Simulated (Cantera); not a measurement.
Feed: 1 mol BF₃, 39 mol H₂, 3.5 mol H₂O, held at 1.70 mbar.

Method: chemical equilibrium by Gibbs-energy minimisation in Cantera with the NASA 1993 tables (ideal gas, pure condensed phases). Candidate condensed phases: B, B₂O₃, B₃O₃H₃, H₂O; 43 gas species. Kinetics and transport are ignored.

Question: Which condensed phases are stable at each of these points (T (K)): 1123, 1273, 1423, 1573, 1723, 1873, 2023, 2173, 2323, 2473?

Answer: 
```tsv
T (K)	condensed phases	B condensed (%)
1123	B₂O₃(l)	53.9
1273	gas only	0.0
1423	gas only	0.0
1573	gas only	0.0
1723	gas only	0.0
1873	gas only	0.0
2023	gas only	0.0
2173	gas only	0.0
2323	gas only	0.0
2473	gas only	0.0
```

At 1123 K the condensed part is B₂O₃(l). From 1273 K to 2473 K nothing is condensed.
